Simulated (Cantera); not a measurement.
Input (Python, Cantera):

```python
import numpy as np
import cantera as ct

gas = ct.Solution("gri30.yaml")


def delay(T, t_max=10):
    gas.TPX = T, 830000, {'H2': 1, 'O2': 0.312, 'N2': 1.17}
    reactor = ct.IdealGasReactor(gas, clone=False)
    net = ct.ReactorNet([reactor])
    net.rtol, net.atol = 1e-8, 1e-16
    while net.time < t_max:
        t_old, T_old = net.time, reactor.T
        net.step()
        if reactor.T > T + 400:  # ignition: a rise of 400 K
            return t_old + (T + 400 - T_old) / (reactor.T - T_old) * (net.time - t_old)
    return np.nan


taus = []
for T in [1248, 1298, 1348, 1398, 1448, 1498, 1548]:
    taus.append(delay(T))
    print(f"T0 = {T:6g} K   tau = {taus[-1]:.4e} s")
```

It prints:

```
T0 =   1248 K   tau = 1.0235e-05 s
T0 =   1298 K   tau = 5.3992e-06 s
T0 =   1348 K   tau = 3.6173e-06 s
T0 =   1398 K   tau = 2.6831e-06 s
T0 =   1448 K   tau = 2.1073e-06 s
T0 =   1498 K   tau = 1.7180e-06 s
T0 =   1548 K   tau = 1.4387e-06 s
```

Model: GRI-Mech 3.0 (53 species, 325 reactions), integrated in Cantera. The hydrogen kinetics of GRI-Mech 3.0 are dated; newer H2 mechanisms differ, most at raised pressure. Where the delays flatten at high temperature, the 400 K rule measures the pace of heat release, not the induction time.
